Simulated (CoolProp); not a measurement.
c-C4F8 (RC318) at several states: fugacity coefficient from the reference equation and from simpler models built on Tc = 388.4 K, pc = 27.78 bar, ω = 0.355; each cubic takes its own stable root.

Model: reference Helmholtz-energy equation of state, Platzer 1990, in CoolProp. This equation is an older, rougher fit; its heat capacities, sound speeds and derivatives of the liquid may be far off and weren't checked against measurements.

| T (K) | p (bar) | phase | reference | Redlich-Kwong | Peng-Robinson |
|---|---|---|---|---|---|
| 412.9 | 37.7 | supercritical | 0.6509 | 0.6319 | 0.6258 |
| 362 | 5.22 | gas | 0.9217 | 0.9226 | 0.9122 |
| 361.7 | 30.2 | liquid | 0.4365 | 0.4805 | 0.4263 |
| 386.5 | 51 | liquid | 0.4099 | 0.4223 | 0.3991 |
